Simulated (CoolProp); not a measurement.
The fluid at 199.64 K and 0.106 MPa is throttled through a valve to 0.0262 MPa with no heat exchange. The same conditions are run with several fluids, on thermodynamics alone (safety and materials aside).

Computed with CoolProp (reference Helmholtz-energy equation of state of each fluid (R13: Platzer 1990; normal hydrogen: Leachman 2009; fluorine: de Reuck 1990; methane: Setzmann 1991; nitrogen: Span 2000)). The equations of Platzer and Polt are older, rougher fits.

```
fluid            temperature change (K)  final density (kg/m³)
---------------  ----------------------  ---------------------
R13                                -3.0                   1.69
normal hydrogen                    -0.0                 0.0318
fluorine                           -0.3                  0.601
methane                            -0.7                  0.255
nitrogen                           -0.4                  0.443
```
